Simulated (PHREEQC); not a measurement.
Dissolve 0.17 mol/kgw CuCl2 and 0.0024 mol/kgw FeCl3 at 70 °C. Closed to the air; pH follows from the charge balance.

Computed with PHREEQC (ion-association model, wateq4f.dat).

Q: The ionic strength comes out as 0.325 mol/kgw. What activity coefficients do FeCl2+, FeOH+2, Fe+3, Fe(OH)2+, FeCl+2 get?

A: FeCl2+ 0.71, FeOH+2 0.22, Fe+3 0.089, Fe(OH)2+ 0.70, FeCl+2 0.22.

No solid was allowed to form. The solution is supersaturated, for example in Hematite (slow to form), Goethite (slow to form), so a real one may precipitate; this is no full list. Complexes and solids missing from the database can't appear. At this temperature some constants are extrapolated from 25 °C, and those without enthalpy data are left unchanged.
